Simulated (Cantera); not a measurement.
What does this Cantera script print?

```python
import numpy as np
import cantera as ct

gas_names = """
    CL CLO CL2 H HCL HOCL HO2 H2 H2O H2O2 O OH O2 O3
""".split()
cond_names = """
    H2O(s) H2O(L)
""".split()


# ... load() reads the species with a 1 bar reference pressure and builds the phases ...
atoms = {
    'HCl': {'H': 1, 'CL': 1},
    'O2': {'O': 2},
}
top_T = {}  # K; cautious upper limits of use, not melting points


# ... equilibrate(T, P, feed) seeds the gas with the atoms and calls Mixture.equilibrate('TP', solver="vcs", rtol=1e-11, max_steps=5000) ...
results = []
T = 875  # K
P = 23000000  # Pa
for m in [0.032, 0.056, 0.08, 0.1, 0.13, 0.15, 0.17, 0.2, 0.22]:
    feed = {'HCl': 1, 'O2': m}  # mol
    mix = equilibrate(T, P, feed)
    results.append((T, P, feed, dict(zip(mix.species_names, mix.species_moles))))
    x = sorted(zip(gas.X, gas.species_names), reverse=True)
    print(f"T = {T:g} K  P = {P:g} Pa  n(O2) = {m:g} mol  gas = {mix.phase_moles(0):.4g} mol")
    print("   x: " + "  ".join(f"{s} {v:.3e}" for v, s in x if v > 0.0001))
    print("   condensed (mol): " + ("  ".join(f"{mix.phase(i).name} {mix.phase_moles(i):.4g}"
          for i in range(1, mix.n_phases) if mix.phase_moles(i) > 1e-12) or "none"))
```

Output:

```
T = 875 K  P = 2.3e+07 Pa  n(O2) = 0.032 mol  gas = 1 mol
   x: HCL 8.720e-01  H2O 6.400e-02  CL2 6.400e-02
   condensed (mol): none
T = 875 K  P = 2.3e+07 Pa  n(O2) = 0.056 mol  gas = 1 mol
   x: HCL 7.760e-01  H2O 1.120e-01  CL2 1.120e-01
   condensed (mol): none
T = 875 K  P = 2.3e+07 Pa  n(O2) = 0.08 mol  gas = 1 mol
   x: HCL 6.801e-01  H2O 1.600e-01  CL2 1.600e-01
   condensed (mol): none
T = 875 K  P = 2.3e+07 Pa  n(O2) = 0.1 mol  gas = 1 mol
   x: HCL 6.002e-01  H2O 1.999e-01  CL2 1.999e-01
   condensed (mol): none
T = 875 K  P = 2.3e+07 Pa  n(O2) = 0.13 mol  gas = 1 mol
   x: HCL 4.815e-01  H2O 2.590e-01  CL2 2.590e-01  O2 4.192e-04
   condensed (mol): none
T = 875 K  P = 2.3e+07 Pa  n(O2) = 0.15 mol  gas = 1.001 mol
   x: HCL 4.052e-01  H2O 2.967e-01  CL2 2.967e-01  O2 1.438e-03
   condensed (mol): none
T = 875 K  P = 2.3e+07 Pa  n(O2) = 0.17 mol  gas = 1.005 mol
   x: HCL 3.369e-01  H2O 3.293e-01  CL2 3.293e-01  O2 4.568e-03
   condensed (mol): none
T = 875 K  P = 2.3e+07 Pa  n(O2) = 0.2 mol  gas = 1.017 mol
   x: H2O 3.592e-01  CL2 3.592e-01  HCL 2.646e-01  O2 1.699e-02
   condensed (mol): none
T = 875 K  P = 2.3e+07 Pa  n(O2) = 0.22 mol  gas = 1.031 mol
   x: H2O 3.674e-01  CL2 3.674e-01  HCL 2.354e-01  O2 2.971e-02
   condensed (mol): none
```

Method: chemical equilibrium by Gibbs-energy minimisation in Cantera with the NASA 1993 tables (ideal gas, pure condensed phases). The ideal-gas law is rough above about 30 bar.
